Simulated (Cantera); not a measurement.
Charge: 1 mol (CH3)2SiCl2, 0.84 mol C3H8, 9.7 mol H2, equilibrated at 49.5 Torr.

Method: chemical equilibrium by Gibbs-energy minimisation in Cantera with the NASA 1993 tables (ideal gas, pure condensed phases). Candidate condensed phases: C, C6H6, C7H8, C8H18, Si, SiC; 109 gas species. The feed counts by its element totals alone. The tables' values for SiCl3 are old estimates; treat these amounts as uncertain. Kinetics and transport are ignored. All values below are at 1548 K.

Base state: H2 0.883, HCl 0.116, SiCl2 0.000445, H 0.000113, CH4 0.000106, SiCl3 2.61e-5, C2H2 (acetylene) 1.39e-5, Cl 1.18e-5 (mole fractions); condensed: C(graphite) + SiC(s).

Question: What changes in the equilibrium state with this change: pressure from 49.5 Torr to 750 Torr?

Answer: 
```json
[
 {"species": "H2", "before": "0.883", "after": "0.882"},
 {"species": "HCl", "before": "0.116", "after": "0.116"},
 {"species": "CH4", "before": "0.000106", "after": "0.00160"},
 {"species": "SiCl2", "before": "0.000445", "after": "0.000442"},
 {"species": "SiHCl3", "before": "3.98e-6", "after": "5.97e-5"},
 {"species": "SiCl4", "before": "4.29e-6", "after": "6.42e-5"},
 {"species": "Cl", "before": "1.18e-5", "after": "3.03e-6"},
 {"species": "H", "before": "0.000113", "after": "2.89e-5"},
 {"species": "C(graphite), mol", "before": "3.53", "after": "3.50"},
 {"species": "SiC(s), mol", "before": "0.992", "after": "0.988"}
]
```
